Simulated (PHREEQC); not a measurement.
Buffer

Make-up at 25 °C: 0.057 mol KHCO3 and 0.41 mol K2HPO4 per kg of water. Closed to the air; pH follows from the charge balance.

Equilibrium calculation in PHREEQC: ion-association model, phreeqc.dat.

| Property | Result |
|---|---|
| pH | 8.53 |
| ionic strength | 1.14 mol/kgw |
| activity of water | 0.978 |
| density | 1.057 g/cm³ |
| total alkalinity | 467 meq/kg |

```tsv
species	molality	activity	log γ
K+	0.801	0.475	-0.227
HPO4-2	0.329	0.0533	-0.791
KHPO4-	0.0761	0.0493	-0.188
HCO3-	0.0537	0.0348	-0.188
H2PO4-	0.00387	0.00251	-0.188
CO3-2	0.00315	0.000558	-0.752
PO4-3	0.000897	8.21e-6	-2.038
CO2	0.000180	0.000234	0.114
OH-	5.94e-6	3.38e-6	-0.244
H+	3.96e-9	2.93e-9	-0.131
```

This is a speciation only: nothing precipitates in the calculation. Caution: at this ionic strength the ion-association model is outside its range; a Pitzer model would be the better tool where its parameters exist. Species that the database lacks are ignored.
